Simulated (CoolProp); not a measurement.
Vapour-liquid equilibrium of ethylene (1) + propylene (2) at 0.726 MPa; x and y are mole fractions of (1).

Model: multi-fluid Helmholtz-energy mixture model, Smukala 2000 and Lemmon 2013; pair parameters Bell 2016, in CoolProp.

| x | bubble temperature (K) | y at the bubble point | dew temperature at overall composition x (K) | liquid density (mol/L) |
|---|---|---|---|---|
| 0.05 | 273.1 | 0.211 | 278.9 | ___ |
| 0.15 | 259.8 | 0.511 | 275.4 | 13.74 |
| 0.25 | 249.1 | ___ | 271.6 | 14.35 |
| 0.35 | 240.7 | ___ | 267.4 | 14.90 |
| 0.45 | 233.9 | 0.865 | 262.8 | 15.41 |
| 0.55 | 228.4 | 0.909 | 257.7 | ___ |
| 0.65 | 223.9 | ___ | 251.8 | ___ |
| 0.75 | ___ | 0.962 | 244.7 | 16.79 |
| 0.85 | 216.6 | 0.980 | 235.5 | 17.22 |
| 0.95 | 213.6 | 0.994 | 222.3 | 17.64 |

Question: Complete the blanks.

Answer: 
- 0.05, liquid density (mol/L): 13.07
- 0.25, y at the bubble point: 0.690
- 0.35, y at the bubble point: 0.798
- 0.55, liquid density (mol/L): 15.89
- 0.65, y at the bubble point: 0.940
- 0.65, liquid density (mol/L): 16.35
- 0.75, bubble temperature (K): 220.0

No azeotrope shows between x = 0.05 and 0.95.

The pair parameters rest on a limited set of measurements; away from them the model extrapolates.
